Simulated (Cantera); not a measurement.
Feed: 1 mol Pb, 3 mol CO, a varied amount of H2, 0.19 mol CO2, held at 180 Pa.

These are equilibrium values from Cantera (NASA tables, ideal gas, pure condensed phases), not measurements of a reactor. Candidate condensed phases: C, C6H6, C7H8, C8H18, H2O, Pb, PbO, PbO2, Pb3O4; 113 gas species. Equilibrium is a limit: real reactors are often held back by kinetics, nucleation or transport.

Task: What condenses at these points (T in °C, n(H2) in mol): (775, 60); (800, 10); (650, 140); (700, 16); (575, 38)?

Result: 
```tsv
T (°C)	n(H2) in mol	condensed phases	Pb condensed (%)
775	60	gas only	0.0
800	10	Pb	44.2
650	140	Pb	79.8
700	16	Pb	90.6
575	38	Pb	99.3
```
